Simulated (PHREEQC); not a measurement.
0.072 g of hydrous ferric oxide (600 m²/g; 0.2 weak and 0.005 strong sites per Fe, Dzombak-Morel constants, diffuse double layer) in 1 kg of water with 0.3 mol/kgw of an inert sodium salt, at 25 °C; the pH is set by adding NaOH or the inert anion's acid. Oxygen is held at 0.21 atm. No CO2 enters from the air. No solid was allowed to form.

The numbers come from PHREEQC with the ion-association model, wateq4f.dat.

Task: Predict surface charge σ (C/m²) at pH = 4, 5.

Result: 
| pH | surface charge σ (C/m²) |
|---|---|
| 4 | 0.349 |
| 5 | 0.269 |

The oxide is taken as insoluble; below pH 4 it would dissolve.
